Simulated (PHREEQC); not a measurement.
Solution (25 °C): 0.2 mmol/kgw Na2CO3, 0.035 mmol/kgw NaCl and 0.025 mmol/kgw AgNO3. Closed to the air; pH follows from the charge balance.

All values are PHREEQC results (ion-association model, wateq4f.dat), not measurements.

No solid was allowed to form.

Task: What pH, ionic strength does the model give?

Result: pH 10.08; ionic strength 0.000533 mol/kgw.

Task: In which forms is C present?

Result: HCO3- 62 %, CO3-2 38 % of the C.

Examples of supersaturated solids here: Cerargyrite. Others may be too.
